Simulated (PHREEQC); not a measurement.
Model water analysis in mmol/kgw, 20 °C, pH 6.98, pe 10:

```
constituent           mmol/kgw
--------------------  --------
Na                       0.882
K                        0.192
Ca                       0.217
Mg                      0.0346
Cl                       0.438
S(6)                     0.768
Alkalinity (meq/kgw)     0.371
Si                      0.0199
```

Valence states are taken as typed.

All values are PHREEQC results (ion-association model, wateq4f.dat), not measurements.

Precipitation was switched off in this run.

**Question.** What charge-balance error does the model give?

**Answer.** charge-balance error -20.0 %.

**Question.** In which forms is Ca present?

**Answer.** Ca+2 91 %, CaSO4 8.2 % of the Ca.

Complexes and solids missing from the database can't appear.
